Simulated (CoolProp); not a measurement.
The numbers come from the reference Helmholtz-energy equation of state, Thol 2016 in CoolProp.

Task: For hexamethyldisiloxane (MM), give the phase and the Z, expansivity (1/kK) at 75.15 °C and 0.393 MPa; 264.55 °C and 0.393 MPa.

Result: 
- 75.15 °C and 0.393 MPa: liquid; Z 0.0312, expansivity 1.61
- 264.55 °C and 0.393 MPa: gas; Z 0.933, expansivity 2.37
